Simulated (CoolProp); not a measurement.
The fluid at 293.15 K and 0.0535 MPa expands adiabatically to 0.0147 MPa with isentropic efficiency 0.8. The same conditions are run with several fluids, on thermodynamics alone (safety and materials aside).

The numbers come from the reference Helmholtz-energy equation of state of each fluid (R141b: Lemmon 2006; ammonia: Gao 2020; isobutane: Bücker 2006; propylene: Lemmon 2013; dimethyl ether: Wu 2011) in CoolProp.

Problem. Rank R141b, ammonia, isobutane, propylene, dimethyl ether by work (kJ/kg), highest first.

Solution. ammonia (127), propylene (54.5), dimethyl ether (49.9), isobutane (40.5), R141b (19.9)

```csv
fluid,final temperature (K),final density (kg/m³)
R141b,264.1,0.791
ammonia,230.5,0.131
isobutane,266.7,0.387
propylene,254.7,0.293
dimethyl ether,255.8,0.320
```
